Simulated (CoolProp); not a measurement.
Vapour-liquid equilibrium of n-heptane (1) + ethylbenzene (2) at 391.7 K; x and y are mole fractions of (1).

The numbers come from the multi-fluid Helmholtz-energy mixture model, Span 2003 and Zhou 2012; pair parameters Bell 2016 in CoolProp.

| x | bubble pressure, mixture model (kPa) | bubble pressure, Raoult's law (kPa) | y, mixture model | y, Raoult's law |
|---|---|---|---|---|
| 0.05 | 69.89 | 67.33 | (withheld) | 0.131 |
| 0.2 | 91.88 | 84.62 | (withheld) | 0.418 |
| 0.35 | 110.6 | 101.9 | (withheld) | 0.607 |
| 0.5 | (withheld) | 119.2 | (withheld) | 0.742 |
| 0.65 | 142.5 | 136.5 | (withheld) | 0.842 |
| 0.8 | (withheld) | 153.8 | 0.900 | 0.920 |
| 0.95 | 171.9 | 171.1 | (withheld) | 0.982 |

Problem. What belongs in the gaps?

Solution. 
- 0.05, y, mixture model: 0.159
- 0.2, y, mixture model: 0.448
- 0.35, y, mixture model: 0.614
- 0.5, bubble pressure, mixture model (kPa): 127.2
- 0.5, y, mixture model: 0.729
- 0.65, y, mixture model: 0.821
- 0.8, bubble pressure, mixture model (kPa): 157.3
- 0.95, y, mixture model: 0.975

The largest gap from Raoult's law is +8.6 % in bubble pressure, at x = 0.2. No azeotrope shows between x = 0.05 and 0.95.

The pair parameters rest on a limited set of measurements; away from them the model extrapolates.
